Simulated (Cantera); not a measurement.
Charge: 1 mol Cu2O, 0.5 mol CH4, 0.52 mol CO, at 1623.15 K and 0.340 bar.

Method: chemical equilibrium by Gibbs-energy minimisation in Cantera with the NASA 1993 tables (ideal gas, pure condensed phases). Equilibrium is a limit: real reactors are often held back by kinetics, nucleation or transport.

| species | before | after |
|---|---|---|
| CO | 0.430 | 0.401 |
| H2 | 0.322 | 0.352 |
| H2O | 0.173 | 0.143 |
| CO2 | 0.0745 | 0.104 |
| Cu | 0.000164 | 1.36e-7 |
| H | 6.74e-5 | 4.92e-7 |
| Cu(l), mol | 2.00 | 0 |
| Cu(s), mol | 0 | 2.00 |
Gas species are given as mole fractions.

### Question
Name the change that produced these shifts.
(A) temperature from 1623.15 K to 2198 K
(B) CH4 from 0.5 to 1.7 mol
(C) CH4 from 0.5 to 3.2 mol
(D) temperature from 1623.15 K to 1250 K

### Answer
D, temperature from 1623.15 K to 1250 K
